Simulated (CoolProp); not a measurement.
Aqueous lithium chloride as a coolant, at -12 °C, 1 atm.

Model: Melinder's fits for secondary coolants, in CoolProp.

```
mass %  freezing point (°C)  viscosity (mPa s)  conductivity (W/(m K))  density (kg/m³)  cp (kJ/(kg K))
------  -------------------  -----------------  ----------------------  ---------------  --------------
10.6                  -13.3               3.79                   0.523             1064           3.576
12.2                  -16.5               4.01                   0.521             1074           3.480
13.9                  -20.7               4.27                   0.518       (withheld)      (withheld)
15.5                  -25.5               4.54                   0.515             1094           3.290
17.2                  -31.7               4.85              (withheld)             1105           3.199
18.8                  -38.4               5.17                   0.510             1115           3.120
20.5                  -46.3               5.55              (withheld)       (withheld)           3.045
```

Task: Complete the blanks.

Result: 
- 13.9, density (kg/m³): 1084
- 13.9, cp (kJ/(kg K)): 3.381
- 17.2, conductivity (W/(m K)): 0.513
- 20.5, conductivity (W/(m K)): 0.507
- 20.5, density (kg/m³): 1126
